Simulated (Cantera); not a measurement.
Thermodynamics of silicon oxide and oxynitride deposition, feed SiF₄ + O₂ + H₂

Charge: 1 mol SiF₄, 0.32 mol O₂, 14 mol H₂, at 402 °C and 3.80 mbar.

Cantera equilibrium calculation (NASA polynomials, part measured and part estimated; ideal gas, pure solids and liquids). Candidate condensed phases: H₂O, Si, SiO₂; 38 gas species. The numbers say what is thermodynamically allowed, not how fast it happens.

```yaml
x(H₂): 0.881
x(SiF₄): 0.0555
x(HF): 0.0420
x(H₂O): 0.0212
n(SiO₂(α-quartz)): 0.159 mol
gas_amount: 15.16 mol
log10 activity of Si(s) (absent): -25.21
```
